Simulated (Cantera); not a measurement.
A freely propagating, adiabatic, planar premixed flame of CH4 : C2H6 : O2 : N2 = 1 : 0.3 : 3.05 : 11.5 (molar parts), unburnt at 450 K and 0.266 atm; mixture-averaged transport, grid criteria slope 0.08 and curve 0.16, no radiation.

Detailed kinetics in Cantera: GRI-Mech 3.0 (53 species, 325 reactions). Burning velocities carry a grid error of a few per cent, more on coarse grids.

x: mole fraction of selected species; z is measured from the peak of heat release.

| z (mm) | T (K) | u (m/s) | x CH4 | x C2H6 | x O2 | x CH3 | x NO | x H2 |
|---|---|---|---|---|---|---|---|---|
| -3.32 | 450 | 0.995 | 0.0630 | 0.0189 | 0.192 | <1e-8 | <1e-8 | 0.000702 |
| -2.21 | 451 | 0.998 | 0.0629 | 0.0189 | 0.192 | 3.24e-8 | <1e-8 | 0.00235 |
| -1.66 | 455 | 1.01 | 0.0626 | 0.0188 | 0.191 | 2.00e-7 | <1e-8 | 0.00464 |
| -1.11 | 495 | 1.10 | 0.0608 | 0.0186 | 0.188 | 4.75e-6 | 6.94e-8 | 0.00988 |
| -0.554 | 867 | 1.97 | 0.0466 | 0.0144 | 0.159 | 0.000476 | 1.18e-6 | 0.0197 |
| -0.277 | 1290 | 2.99 | 0.0281 | 0.00642 | 0.118 | 0.00281 | 3.07e-6 | 0.0247 |
| 0 | 1682 | 3.94 | 0.00804 | 0.000424 | 0.0701 | 0.00256 | 6.61e-6 | 0.0254 |
| 0.277 | 1841 | 4.32 | 0.000797 | 1.92e-6 | 0.0410 | 0.000330 | 1.12e-5 | 0.0201 |
| 0.554 | 1876 | 4.39 | ___ | <1e-8 | ___ | ___ | ___ | 0.0167 |
| 1.11 | 1904 | 4.44 | 1.28e-7 | <1e-8 | 0.0245 | 5.68e-8 | 1.71e-5 | 0.0160 |
| 2.21 | 1940 | 4.50 | <1e-8 | <1e-8 | 0.0221 | <1e-8 | 2.02e-5 | 0.0161 |
| 4.43 | 1989 | 4.60 | <1e-8 | <1e-8 | 0.0205 | <1e-8 | 2.58e-5 | 0.0151 |
| 8.86 | 2053 | 4.73 | <1e-8 | <1e-8 | ___ | <1e-8 | ___ | ___ |

### Question
Complete the blanks.

### Answer

- 0.554, x CH4: 4.00e-5
- 0.554, x O2: 0.0301
- 0.554, x CH3: 1.70e-5
- 0.554, x NO: 1.43e-5
- 8.86, x O2: 0.0184
- 8.86, x NO: 3.70e-5
- 8.86, x H2: 0.0134
